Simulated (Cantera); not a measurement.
Input: 1 mol Fe2O3, 0.13 mol H2S, 5.6 mol O2, at 0.100 bar.

Method: chemical equilibrium by Gibbs-energy minimisation in Cantera with the NASA 1993 tables (ideal gas, pure condensed phases). Candidate condensed phases: Fe, FeO, Fe(OH)2, Fe(OH)3, FeS, FeSO4, FeS2, Fe2O3, Fe2(SO4)3, Fe3O4, H2O, H2SO4, S; 22 gas species. Rates play no part.

### Question
Which condensed phases are stable at each of these points (T (K)): 1248, 1323, 1398, 1473, 1548, 1623, 1698?

### Answer
| T (K) | condensed phases | Fe condensed (%) |
|---|---|---|
| 1248 | Fe2O3(s) | 100.0 |
| 1323 | Fe2O3(s) | 100.0 |
| 1398 | Fe2O3(s) | 100.0 |
| 1473 | Fe2O3(s) | 100.0 |
| 1548 | Fe2O3(s) | 100.0 |
| 1623 | Fe2O3(s) | 100.0 |
| 1698 | Fe3O4(s) | 100.0 |

From 1248 K to 1623 K the condensed part is Fe2O3(s). At 1698 K the condensed part is Fe3O4(s).
